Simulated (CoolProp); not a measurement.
Computed with CoolProp (reference Helmholtz-energy equation of state, Zhou 2011).

Question: For dimethyl carbonate, give the phase and the density (kg/m³), isothermal compressibility (1/MPa), expansivity (1/kK) at 103.65 °C and 954 kPa.

Answer: 
- 103.65 °C and 954 kPa: liquid; density 956, isothermal compressibility 0.00177, expansivity 1.53
